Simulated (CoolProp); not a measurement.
CH3F (R41) along the isotherm 46.25 °C: density (kg/m³) from the reference equation and from simpler models built on Tc = 44.1 °C, pc = 5.906 MPa, ω = 0.200; each cubic takes its own stable root.

Values from CoolProp's reference Helmholtz-energy equation of state, Lemmon 2006. It is a short technical equation, of lower accuracy than the large ones.

```
p (MPa)  phase  reference
-------  -----  ---------
0.246      gas      3.204
0.492      gas      6.518
0.738      gas      9.949
0.984      gas      13.51
1.23       gas      17.20
1.48       gas      21.11
1.72       gas      25.03
1.97       gas      29.29
2.21       gas      33.58
2.46       gas      38.27
2.71       gas      43.22
2.95       gas      48.25
```

Task: How far does each simpler model (ideal gas, Soave-Redlich-Kwong) lie from the reference over these 12 states: mean and median of the absolute difference, and the worst?

Result: 
- ideal gas: mean 11.3 %, median 11.0 %, worst -21.6 % at 46.25 °C and 2.95 MPa
- Soave-Redlich-Kwong: mean 1.7 %, median 1.6 %, worst -3.3 % at 46.25 °C and 2.95 MPa
